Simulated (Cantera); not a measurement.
Mixture: H2 : O2 : N2 = 1 : 1.22 : 4.59 (molar parts), equivalence ratio 0.41, at 0.360 bar, adiabatic and at constant volume. Ignition delay is the time to a rise of 400 K.

Model: GRI-Mech 3.0 (53 species, 325 reactions), integrated in Cantera. Where the delays flatten at high temperature, the 400 K rule measures the pace of heat release, not the induction time.

Question: What does this change do: pressure from 0.360 bar to 10.0 bar?

Answer: 
| quantity | before | after |
|---|---|---|
| delay at 1300 K | 0.118 ms | 5.41 µs |
| delay at 1400 K | 0.106 ms | 2.57 µs |
| delay at 1500 K | 0.107 ms | 1.65 µs |
| delay at 1600 K | 0.117 ms | 1.20 µs |
| delay at 1700 K | 0.133 ms | 0.953 µs |
The hydrogen kinetics of GRI-Mech 3.0 are dated; newer H2 mechanisms differ, most at raised pressure.

Question: What does this change do: 0.28 parts NO added?

Answer: 
```csv
quantity,before,after
delay at 1300 K,0.118 ms,0.112 ms
delay at 1400 K,0.106 ms,98.6 µs
delay at 1500 K,0.107 ms,97.0 µs
delay at 1600 K,0.117 ms,0.104 ms
delay at 1700 K,0.133 ms,0.117 ms
```
The mechanism lacks 2 NO + O2 → 2 NO2 and HONO, so NO2 and the effect of NO are under-described below about 1400 K.
